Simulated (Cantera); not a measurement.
An isothermal, constant-pressure homogeneous reactor starts with 10.4 % H2, 7.46 % O2, 82.1 % N2, equivalence ratio 0.70, at 1075 K and 105 Torr.

Cantera simulation using the H2/O2 subset of GRI-Mech 3.0, which has no nitrogen chemistry; the numbers are that mechanism's predictions, not measurements. The temperature is held fixed by assumption; the heat of reaction is taken as removed at once.

One state of this run: x H2 = 1.09e-6; x O2 = 0.0236; x HO2 = 3.95e-8; x H = 2.25e-8; x OH = 1.15e-5; x O = 3.52e-7. x: mole fraction; the columns are a selection and need not sum to one.

### Question
Which value of t (s) does it belong to?
(A) 0.000600
(B) 16.4
(C) 0.232
(D) 1.28

### Answer
C, 0.232
